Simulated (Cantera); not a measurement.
Feed: 1 mol SiO2, 2.5 mol C, 1.6 mol CO, at 2100 °C and 1.00 bar.

Method: chemical equilibrium by Gibbs-energy minimisation in Cantera with the NASA 1993 tables (ideal gas, pure condensed phases). Candidate condensed phases: C, Si, SiC, SiO2; 20 gas species. The numbers say what is thermodynamically allowed, not how fast it happens.

Base state: CO 0.930, SiO 0.0691, Si 0.000600, Si2C 6.07e-5, SiC2 2.74e-5 (mole fractions); condensed: SiC(s).

**Question.** What changes in the equilibrium state with this change: temperature from 2100 °C to 900 °C?

**Answer.** 
```tsv
species	before	after
CO	0.930	0.974
CO2	9.89e-6	0.0264
SiO	0.0691	<1e-9
Si	0.000600	<1e-9
Si2C	6.07e-5	<1e-9
SiC2	2.74e-5	<1e-9
SiC(s), mol	0.748	0
C(graphite), mol	0	2.54
SiO2(β-quartz), mol	0	1.00
```
The tables hold silica as quartz up to 1696 K and as liquid above; real silica turns to tridymite and cristobalite and melts near 1996 K.
